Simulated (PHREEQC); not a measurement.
**Brackish or sea water**

A made-up water analysis in mmol/kgw, 25 °C, pH 6.55:

| constituent | mmol/kgw |
|---|---|
| Na | 289 |
| K | 8.64 |
| Ca | 15.6 |
| Mg | 25.1 |
| Cl | 315 |
| S(6) | 37.3 |
| Alkalinity (meq/kgw) | 0.00306 |
| Si | 1.5 |

Valence states are taken as typed.

Computed with PHREEQC (Pitzer model, pitzer.dat).

Precipitation was switched off in this run.

**Question.** Estimate the activity of water, density, charge-balance error.

**Answer.** activity of water 0.989; density 1.014 g/cm³; charge-balance error -1.4 %.

**Question.** In which forms is C present?

**Answer.** HCO3- 72 %, CO2 28 % of the C.
